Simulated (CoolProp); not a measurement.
A single-stage vapour-compression cycle with the fluid: evaporating at 284.15 K (dew point), condensing at 319.15 K (bubble point), superheat 2 K, subcooling 0 K, compressor efficiency 0.65, no pressure losses. The same conditions are run with several fluids, on thermodynamics alone (safety and materials aside).

Computed with CoolProp (reference Helmholtz-energy equation of state of each fluid (n-perfluoropentane: Gao 2022; R134a: Tillner-Roth 1994; R227EA: Lemmon 2016; R410A: Lemmon 2003; n-perfluorohexane: Gao 2022; c-C4F8 (RC318): Platzer 1990)). The equations of Platzer and Polt are older, rougher fits. Blends and air are pseudo-pure fits.

```json
[
 {"fluid": "n-perfluoropentane", "cooling COP": "3.96", "pressure ratio": "3.66", "discharge temperature (K)": "319.2", "refrigerating effect (kJ/kg)": "60.5", "volumetric capacity (kJ/m³)": "372"},
 {"fluid": "R134a", "cooling COP": "4.29", "pressure ratio": "2.78", "discharge temperature (K)": "334.7", "refrigerating effect (kJ/kg)": "141", "volumetric capacity (kJ/m³)": "2920"},
 {"fluid": "R227EA", "cooling COP": "3.99", "pressure ratio": "2.85", "discharge temperature (K)": "319.3", "refrigerating effect (kJ/kg)": "78.9", "volumetric capacity (kJ/m³)": "1810"},
 {"fluid": "R410A", "cooling COP": "3.90", "pressure ratio": "2.51", "discharge temperature (K)": "345.7", "refrigerating effect (kJ/kg)": "149", "volumetric capacity (kJ/m³)": "6330"},
 {"fluid": "n-perfluorohexane", "cooling COP": "4.00", "pressure ratio": "4.46", "discharge temperature (K)": "319.1", "refrigerating effect (kJ/kg)": "61.4", "volumetric capacity (kJ/m³)": "136"},
 {"fluid": "c-C4F8 (RC318)", "cooling COP": "4.01", "pressure ratio": "2.99", "discharge temperature (K)": "319.1", "refrigerating effect (kJ/kg)": "72.4", "volumetric capacity (kJ/m³)": "1270"}
]
```

The compression ends wet for: n-perfluoropentane; n-perfluorohexane; c-C4F8 (RC318).
